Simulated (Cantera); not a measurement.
## Hydrogen reduction and annealing atmospheres: FeS2 + H2 + H2O

Input: 1 mol FeS2, 53 mol H2, 0.056 mol H2O, at 20.0 Pa.

Method: chemical equilibrium by Gibbs-energy minimisation in Cantera with the NASA 1993 tables (ideal gas, pure condensed phases). Candidate condensed phases: Fe, FeO, Fe(OH)2, Fe(OH)3, FeS, FeSO4, FeS2, Fe2O3, Fe2(SO4)3, Fe3O4, H2O, H2SO4, S; 22 gas species. FeS: taken at fixed stoichiometry. Gases not in the tables: S3 to S7. Rates play no part.

```tsv
T (K)	x H2	x H	x S	x H2S	x Fe	x S2	x SH	n FeS(s)	n Fe(γ)
923	0.980	1.71e-8	2.28e-10	0.0188	<1e-12	1.65e-5	1.56e-6	1.00	0
1023	0.980	2.90e-7	1.10e-8	0.0185	1.56e-11	0.000157	1.25e-5	1.00	0
1123	0.981	2.98e-6	2.49e-7	0.0170	2.39e-9	0.000875	6.41e-5	1.00	0
1223	0.983	2.11e-5	2.87e-6	0.0134	1.87e-7	0.00261	0.000213	1.000	0
1323	0.985	0.000111	1.90e-5	0.00906	8.92e-6	0.00460	0.000491	1.000	0
1423	0.975	0.000464	0.000130	0.00863	0.000133	0.0135	0.00135	0	0.993
1523	0.974	0.00161	0.000451	0.00540	0.00121	0.0145	0.00211	0	0.934
1623	0.964	0.00480	0.00129	0.00343	0.00836	0.0145	0.00300	0	0.544
1723	0.946	0.0125	0.00317	0.00219	0.0180	0.0134	0.00393	0	0
1823	0.927	0.0295	0.00673	0.00140	0.0178	0.0114	0.00477	0	0
1923	0.892	0.0629	0.0122	0.000847	0.0175	0.00836	0.00517	0	0
2023	0.831	0.122	0.0184	0.000460	0.0169	0.00498	0.00484	0	0
2123	0.736	0.218	0.0232	0.000216	0.0160	0.00232	0.00382	0	0
```
x: gas mole fraction; n: condensed amount in mol.

From 923 K to 1323 K the condensed part is FeS(s). From 1423 K to 1623 K the condensed part is Fe(γ). From 1723 K to 2123 K nothing is condensed.
